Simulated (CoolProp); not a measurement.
Model: reference Helmholtz-energy equation of state, Thol 2015, in CoolProp.

Question: Give the vapour pressure (MPa), liquid density (kg/m³), vapour density (kg/m³), enthalpy of vaporisation (kJ/kg) of saturated octamethylcyclotetrasiloxane (D4) at 392.5, 407.2, 417 K.

Answer: 
```json
[
 {"T (K)": "392.5", "p (MPa)": "0.0184", "liquid density (kg/m³)": "839", "vapour density (kg/m³)": "1.71", "enthalpy of vaporisation (kJ/kg)": "152"},
 {"T (K)": "407.2", "p (MPa)": "0.0305", "liquid density (kg/m³)": "821", "vapour density (kg/m³)": "2.76", "enthalpy of vaporisation (kJ/kg)": "147"},
 {"T (K)": "417", "p (MPa)": "0.0416", "liquid density (kg/m³)": "808", "vapour density (kg/m³)": "3.71", "enthalpy of vaporisation (kJ/kg)": "143"}
]
```
